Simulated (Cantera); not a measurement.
What does this Cantera script print?

```python
import numpy as np
import cantera as ct

gas = ct.Solution("gri30.yaml")


def delay(T, t_max=10):
    gas.TPX = T, 3200000, {'CH4': 1, 'O2': 1.43, 'N2': 5.37}
    reactor = ct.IdealGasReactor(gas, clone=False)
    net = ct.ReactorNet([reactor])
    net.rtol, net.atol = 1e-8, 1e-16
    while net.time < t_max:
        t_old, T_old = net.time, reactor.T
        net.step()
        if reactor.T > T + 400:  # ignition: a rise of 400 K
            return t_old + (T + 400 - T_old) / (reactor.T - T_old) * (net.time - t_old)
    return np.nan


taus = []
for T in [1050, 1100, 1150, 1200, 1250, 1300, 1350, 1400, 1450]:
    taus.append(delay(T))
    print(f"T0 = {T:6g} K   tau = {taus[-1]:.4e} s")
```

It prints:

```
T0 =   1050 K   tau = 1.1167e-02 s
T0 =   1100 K   tau = 5.1968e-03 s
T0 =   1150 K   tau = 2.6126e-03 s
T0 =   1200 K   tau = 1.3957e-03 s
T0 =   1250 K   tau = 7.8159e-04 s
T0 =   1300 K   tau = 4.5410e-04 s
T0 =   1350 K   tau = 2.7175e-04 s
T0 =   1400 K   tau = 1.6665e-04 s
T0 =   1450 K   tau = 1.0434e-04 s
```

Detailed kinetics in Cantera: GRI-Mech 3.0 (53 species, 325 reactions). The pressure lies above the range GRI-Mech 3.0 was tuned for (to about 10 atm).
